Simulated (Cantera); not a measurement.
**Ignition delay**

Mixture: 8.47 % CH4, 8.14 % CO, 17.5 % O2, 65.8 % N2, at 280000 Pa, adiabatic and at constant volume. Ignition delay is the time to a rise of 400 K.

Cantera simulation using GRI-Mech 3.0 (53 species, 325 reactions); the numbers are that mechanism's predictions, not measurements.

```
T0 (K)  delay (ms)
------  ----------
1150          63.9
1225          20.0
1300          6.85
1375          2.55
1450          1.03
1525         0.451
1600         0.216
1675         0.112
1750        0.0630
```

```json
{
  "apparent activation energy between 1600 and 1750 K": "190 kJ/mol"
}
```
